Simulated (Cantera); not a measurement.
Input (Python, Cantera) and output of one run.

```python
import numpy as np
import cantera as ct

gas_names = [...]  # 169 gases of nasa_gas.yaml made of C, H, N, O
cond_names = """
    C(gr) C6H6(L) C7H8(L) C8H18(L),n-octa H2O(s) H2O(L)
""".split()


# ... load() reads the species with a 1 bar reference pressure and builds the phases ...
atoms = {
    'n-butane': {'C': 4, 'H': 10},
    'H2O': {'H': 2, 'O': 1},
    'N2': {'N': 2},
}
top_T = {'C(gr)': 4500}  # K; cautious upper limits of use, not melting points


# ... equilibrate(T, P, feed) seeds the gas with the atoms and calls Mixture.equilibrate('TP', solver="vcs", rtol=1e-11, max_steps=5000) ...
results = []
feed = {'n-butane': 1, 'H2O': 0.025, 'N2': 7.5}  # mol
P = 530000  # Pa
for T in [3000, 3250, 3500, 3750, 4000, 4250, 4500, 4750, 5000]:
    mix = equilibrate(T, P, feed)
    results.append((T, P, feed, dict(zip(mix.species_names, mix.species_moles))))

top = {s: max(r[3][s] / sum(r[3][g] for g in gas_names) for r in results) for s in gas_names}
cols = sorted((s for s in top if top[s] > 0.0001), key=lambda s: -top[s])[:6]
seen = [c for c in cond_names if any(r[3].get(c, 0) > 1e-12 for r in results)]
print("log10 of partial pressures in bar; condensed amounts in mol")
print(f"{'T/K':>10s}" + "".join(f"{s[:9]:>10s}" for s in cols + seen))
for T, P, feed, n in results:
    ng = sum(n[g] for g in gas_names)
    print(f"{T:10.4g}" + "".join(f"{np.log10(max(n[s] / ng * P / 1e5, 1e-99)):10.3f}" for s in cols)
          + "".join(f"{n.get(c, 0):10.4g}" for c in seen))
```

It prints:

```
log10 of partial pressures in bar; condensed amounts in mol
       T/K        N2         H        H2       HCN         C        CN     C(gr)
      3000     0.454    -0.697     0.209    -0.368    -4.295    -2.260     2.186
      3250     0.429    -0.431     0.125    -0.250    -3.342    -1.697     1.217
      3500     0.397    -0.224     0.009    -0.193    -2.544    -1.238         0
      3750     0.376    -0.029    -0.060    -0.269    -1.995    -0.979         0
      4000     0.352     0.123    -0.158    -0.388    -1.548    -0.786         0
      4250     0.327     0.234    -0.293    -0.550    -1.183    -0.648         0
      4500     0.303     0.307    -0.463    -0.748    -0.888    -0.555         0
      4750     0.281     0.352    -0.658    -0.976    -0.653    -0.500         0
      5000     0.263     0.375    -0.866    -1.229    -0.475    -0.482         0
```

Method: chemical equilibrium by Gibbs-energy minimisation in Cantera with the NASA 1993 tables (ideal gas, pure condensed phases).
